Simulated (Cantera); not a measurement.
A perfectly stirred reactor is fed with 4.17 % C3H8, 95.8 % H2, at 0.0132 atm; it is held at 1200 K, and followed from long to short residence time.

Computed with Cantera and GRI-Mech 3.0 (53 species, 325 reactions). GRI-Mech 3.0 was tuned for natural gas; its chemistry of propane as a main component is partial and can be far from experiment. GRI-Mech 3.0 stops at C3 and has no aromatics, soot or wall deposition, so with more carbon than oxygen in the feed, carbon stays in small species such as C2H2 where larger ones or solid carbon would form. Radical loss at walls, strong at low pressure, is not modelled.

One state of this run: x C3H8 = 0.0282; x H2 = 0.946; x H = 7.35e-5; x CH2 = 1.52e-8; x CH4 = 0.0125; x C2H2 = 8.83e-5. x: mole fraction; the columns are a selection and need not sum to one.

Task: Which value of τ (s) does it belong to?
A) 0.10
B) 0.55
C) 0.0088
D) 1.2

Result: C, 0.0088
